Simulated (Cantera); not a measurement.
An isothermal, constant-pressure homogeneous reactor starts with C2H6 : N2 = 1 : 4.3 (molar parts), at 1273 K and 0.132 atm.

Model: GRI-Mech 3.0 (53 species, 325 reactions), integrated in Cantera. GRI-Mech 3.0 stops at C3 and has no aromatics, soot or wall deposition, so with more carbon than oxygen in the feed, carbon stays in small species such as C2H2 where larger ones or solid carbon would form.

Q: Predict: x(C2H6) at 20.0 s; x(C2H4) at 20.0 s; x(H2) at 20.0 s; x(C2H2) at 20.0 s; x(H) at 20.0 s.

A: 
```
Quantity                                             Value
-----------------  ---------------------------------------
x(C2H6) at 20.0 s  2.35e-5 (gas-phase equilibrium 1.47e-5)
x(C2H4) at 20.0 s   0.0135 (gas-phase equilibrium 0.00806)
x(H2) at 20.0 s        0.221 (gas-phase equilibrium 0.206)
x(C2H2) at 20.0 s     0.112 (gas-phase equilibrium 0.0716)
x(H) at 20.0 s     1.45e-6 (gas-phase equilibrium 8.92e-7)
```
